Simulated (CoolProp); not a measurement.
A single-stage vapour-compression cycle with C3F8 (R218): evaporating at 226.15 K (dew point), condensing at 246.15 K (bubble point), superheat 10 K, subcooling 0 K, compressor efficiency 0.65, no pressure losses. Each further row changes one setting.

Values from CoolProp's reference Helmholtz-energy equation of state, Lemmon 2006. It is a short technical equation, of lower accuracy than the large ones.

```tsv
case	cooling COP	pressure ratio	discharge temperature (K)	refrigerating effect (kJ/kg)	volumetric capacity (kJ/m³)
as stated	6.69	2.48	258.3	96.2	593
evaporating temperature 231.15 K	9.37	1.94	257.5	99.4	771
condensing temperature 241.15 K	9.19	2.01	253.1	101	623
subcooling 5 K	7.04	2.48	258.3	101	623
superheat 20 K	6.85	2.48	268.6	103	608
compressor efficiency 0.55	5.66	2.48	261.8	96.2	593
```
